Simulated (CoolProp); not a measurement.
A simple Rankine cycle with propane: condensing at 302.15 K, boiler at 3.54 MPa, turbine inlet 374.8 K, turbine efficiency 0.6, pump efficiency 0.7, no recuperator. Each further row changes one setting.

Model: reference Helmholtz-energy equation of state, Lemmon 2009, in CoolProp.

| case | thermal efficiency (%) | net work (kJ/kg) | heat in (kJ/kg) | turbine exit temperature (K) | volume ratio over the turbine |
|---|---|---|---|---|---|
| as stated | 6.9 | 27.7 | 402 | … | 3.91 |
| turbine inlet 394.8 K | 7.2 | 33.1 | 461 | … | 3.68 |
| condensing temperature 294.15 K | … | 33.3 | 423 | … | 4.82 |
| boiler pressure 2.48 MPa | 5.5 | … | 441 | 345.2 | 2.48 |
| turbine efficiency 0.5 | 5.4 | 21.8 | 402 | 327.4 | 3.96 |

Problem. Fill in the missing entries.

Solution. 
- as stated, turbine exit temperature (K): 324.5
- turbine inlet 394.8 K, turbine exit temperature (K): 350.6
- condensing temperature 294.15 K, thermal efficiency (%): 7.9
- condensing temperature 294.15 K, turbine exit temperature (K): 318.4
- boiler pressure 2.48 MPa, net work (kJ/kg): 24.3
